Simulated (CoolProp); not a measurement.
The fluid at 298.15 K and 0.69 MPa (stagnation) flows isentropically through a choked orifice. The same conditions are run with several fluids, on thermodynamics alone (safety and materials aside).

The numbers come from the reference Helmholtz-energy equation of state of each fluid (R1132(E): Akasaka 2024; fluorine: de Reuck 1990; dry air: Lemmon 2000; carbon dioxide: Span 1996; hydrogen sulfide: Lemmon 2006) in CoolProp. Blends and air are pseudo-pure fits.

```tsv
fluid	throat to inlet pressure ratio	mass flux (kg/(m² s))	throat temperature (K)
R1132(E)	___	2330	273.9
fluorine	0.532	1840	251.3
dry air	___	___	___
carbon dioxide	0.545	1970	258.7
hydrogen sulfide	0.543	1760	255.9
```

### Question
Some entries are withheld; supply them.

### Answer

- R1132(E), throat to inlet pressure ratio: 0.576
- dry air, throat to inlet pressure ratio: 0.527
- dry air, mass flux (kg/(m² s)): 1620
- dry air, throat temperature (K): 248.1
